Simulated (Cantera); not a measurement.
A closed system holds: 1 mol CH2F2, 0.2 mol CH4, at 2250 K and 100 Torr.

Method: chemical equilibrium by Gibbs-energy minimisation in Cantera with the NASA 1993 tables (ideal gas, pure condensed phases). Equilibrium is a limit: real reactors are often held back by kinetics, nucleation or transport.

```csv
species,before,after
HF,0.830,0.633
H2,0.161,0.354
H,0.00817,0.0121
C2H2 (acetylene),0.000540,0.00118
F,4.26e-5,2.20e-5
"C(graphite), mol",1.20,1.56
```
Gas species are given as mole fractions.

**Question.** Which change was made?
A) CH4 from 0.2 to 0.57 mol
B) CH2F2 replaced by C2F6
C) CH4 from 0.2 to 0.029 mol
D) temperature from 2250 K to 1350 K

**Answer.** A, CH4 from 0.2 to 0.57 mol
